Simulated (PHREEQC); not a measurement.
A solution holds 20 mmol/kgw NaHCO3, 6.6 mmol/kgw NH3 and 0.047 mmol/kgw NaCl, at 81 °C. Closed to the air; pH follows from the charge balance.

The numbers come from PHREEQC with the ion-association model, wateq4f.dat.

This is a speciation only: nothing precipitates in the calculation.

Problem. Predict the pH, ionic strength.

Solution. pH 8.39; ionic strength 0.0209 mol/kgw.

Problem. In which forms is Na present?

Solution. Na+ 94 %, NaCO3- 5.4 %, NaHCO3 0.7 % of the Na.

Away from 25 °C the constants follow the database's enthalpies or fits; those with neither stay at their 25 °C values.
